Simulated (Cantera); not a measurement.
Input: 1 mol SO2, 0.5 mol H2, 5.4 mol N2, at 1548 K and 10.0 Pa.

Method: chemical equilibrium by Gibbs-energy minimisation in Cantera with the NASA 1993 tables (ideal gas, pure condensed phases). Candidate condensed phases: H2O, H2SO4, S; 35 gas species. Kinetics and transport are ignored.

Q: What is the equilibrium state?

A: 
```json
{
  "x(N2)": "0.789",
  "x(SO2)": "0.116",
  "x(H2O)": "0.0486",
  "x(H2)": "0.0240",
  "x(SO)": "0.0120",
  "x(S2)": "0.00863",
  "x(S)": "0.000649",
  "x(H)": "0.000477",
  "x(SH)": "0.000280",
  "gas_amount": "6.841 mol",
  "log10 activity of S(l) (absent)": "-4.29"
}
```
